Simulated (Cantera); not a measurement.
A Cantera script and its output.

```python
import numpy as np
import cantera as ct

surf = ct.Interface("diamond.yaml", "diamond_100")
gas, bulk = surf.adjacent["gas"], surf.adjacent["diamond"]
k = surf.kinetics_species_index(bulk.species_names[0])
cover = ["c6HH", "c6H*", "c6*H", "c6**", "c6HM", "c6B"]

rows, drift = [], 0.0
print(f"{'T':>10s}{'um/h':>11s}" + "".join(f"{s:>11s}" for s in cover))
for v in [925, 975, 1025, 1075, 1125, 1175, 1225, 1275, 1325, 1375]:
    T, P, xH, xCH3 = v, 2100, 0.0042, 5.7e-05
    gas.TPX = T, P, {"H": xH, "CH3": xCH3, "CH4": 0.0071, "H2": 1 - xH - xCH3 - 0.0071}
    surf.TP = bulk.TP = T, P
    surf.coverages = "c6H*:0.1, c6HH:0.9"
    surf.advance_coverages(100.0)
    before = surf.coverages
    surf.advance_coverages(100.0)
    drift = max(drift, np.max(np.abs(surf.coverages - before) / (surf.coverages + 1e-9)))
    rate = surf.net_production_rates[k] * bulk.mean_molecular_weight / bulk.density * 3.6e9
    rows.append([rate, *surf[cover].coverages])
    print(f"{v:10.4g}{rate:11.4e}" + "".join(f"{x:11.3e}" for x in rows[-1][1:]))
```

Output:

```
         T       um/h       c6HH       c6H*       c6*H       c6**       c6HM        c6B
       925 4.2221e-01  6.594e-01  1.208e-02  3.105e-01  5.350e-03  9.947e-03  1.146e-09
       975 5.2699e-01  6.140e-01  1.600e-02  3.518e-01  7.955e-03  7.676e-03  1.430e-09
      1025 5.8691e-01  5.709e-01  2.040e-02  3.897e-01  1.130e-02  5.508e-03  1.593e-09
      1075 5.3976e-01  5.307e-01  2.521e-02  4.237e-01  1.541e-02  3.350e-03  1.465e-09
      1125 3.9797e-01  4.935e-01  3.030e-02  4.534e-01  2.027e-02  1.620e-03  1.080e-09
      1175 2.6623e-01  4.592e-01  3.555e-02  4.782e-01  2.579e-02  6.548e-04  7.224e-10
      1225 1.9843e-01  4.282e-01  4.087e-02  4.985e-01  3.186e-02  2.451e-04  5.385e-10
      1275 1.8034e-01  4.005e-01  4.617e-02  5.146e-01  3.832e-02  9.076e-05  4.894e-10
      1325 1.8095e-01  3.763e-01  5.140e-02  5.271e-01  4.502e-02  3.380e-05  4.910e-10
      1375 1.6813e-01  3.552e-01  5.650e-02  5.363e-01  5.179e-02  1.253e-05  4.562e-10
```

Detailed kinetics in Cantera: the Harris–Goodwin 1993 mechanism for the reconstructed diamond (100) surface.
